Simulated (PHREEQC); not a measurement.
Consider water at 80 °C with 0.0031 mol H2SO4 and 5.7e-05 mol FeSO4 per kg of water. Closed to the air; pH follows from the charge balance.

Equilibrium calculation in PHREEQC: ion-association model, phreeqc.dat.

Each row changes one thing in this solution. No solid was allowed to form.

| case | pH | ionic strength (mol/kgw) | HSO4- (mol/kgw) | SO4-2 (mol/kgw) |
|---|---|---|---|---|
| as made | 2.39 | 0.00598 | 0.00175 | 0.00140 |
| H2SO4 replaced by CaSO4 at the same molality | ___ | 0.0100 | ___ | 0.00251 |
| FeSO4 replaced by Al2(SO4)3 at the same molality | 2.39 | 0.00611 | 0.00176 | 0.00142 |
| H2SO4 replaced by Na2SO4 at the same molality | 6.27 | 0.00929 | 4.68e-7 | 0.00306 |
| 0.0045 mol/kgw KHSO4 added | 2.26 | 0.0137 | 0.00451 | 0.00300 |
| FeSO4 from 5.7e-05 to 6.27e-05 mol/kgw | 2.39 | ___ | 0.00175 | 0.00140 |
| diluted 10-fold with water | 3.26 | 0.000848 | 5.17e-5 | 0.000264 |
| FeSO4 left out | ___ | ___ | 0.00173 | 0.00137 |
| temperature from 80 to 70 °C | 2.37 | 0.00636 | 0.00156 | 0.00159 |

Some entries are withheld; supply them.


- H2SO4 replaced by CaSO4 at the same molality, pH: 6.25
- H2SO4 replaced by CaSO4 at the same molality, HSO4- (mol/kgw): 4.02e-7
- FeSO4 from 5.7e-05 to 6.27e-05 mol/kgw, ionic strength (mol/kgw): 0.00600
- FeSO4 left out, pH: 2.38
- FeSO4 left out, ionic strength (mol/kgw): 0.00584

Constants without temperature data keep their 25 °C values here.
